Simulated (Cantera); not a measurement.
Feed: 1 mol Si₂H₆, 7.8 mol NO, 0.5 mol H₂, 1.8 mol O₃, held at 7.60 mbar.

These are equilibrium values from Cantera (NASA tables, ideal gas, pure condensed phases), not measurements of a reactor. Candidate condensed phases: H₂O, Si, SiO₂, Si₂N₂O, Si₃N₄; 35 gas species. The feed counts by its element totals alone. Equilibrium is a limit: real reactors are often held back by kinetics, nucleation or transport.

Problem. Which condensed phases are stable at each of these points (T (K)): 648, 698, 748, 798, 848, 898, 948, 998, 1048, 1098?

Solution. 
| T (K) | condensed phases | Si condensed (%) |
|---|---|---|
| 648 | SiO₂(α-quartz) | 100.0 |
| 698 | SiO₂(α-quartz) | 100.0 |
| 748 | SiO₂(α-quartz) | 100.0 |
| 798 | SiO₂(α-quartz) | 100.0 |
| 848 | SiO₂(β-quartz) | 100.0 |
| 898 | SiO₂(β-quartz) | 100.0 |
| 948 | SiO₂(β-quartz) | 100.0 |
| 998 | SiO₂(β-quartz) | 100.0 |
| 1048 | SiO₂(β-quartz) | 100.0 |
| 1098 | SiO₂(β-quartz) | 100.0 |

From 648 K to 798 K the condensed part is SiO₂(α-quartz). From 848 K to 1098 K the condensed part is SiO₂(β-quartz).
